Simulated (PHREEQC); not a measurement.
Consider water at 25 °C with 0.0065 mol KBr per kg of water. Closed to the air; pH follows from the charge balance.

All values are PHREEQC results (ion-association model, phreeqc.dat), not measurements.

No solid was allowed to form.

**Question.** Estimate the specific conductance.

**Answer.** specific conductance 914 µS/cm.

Complexes and solids missing from the database can't appear.
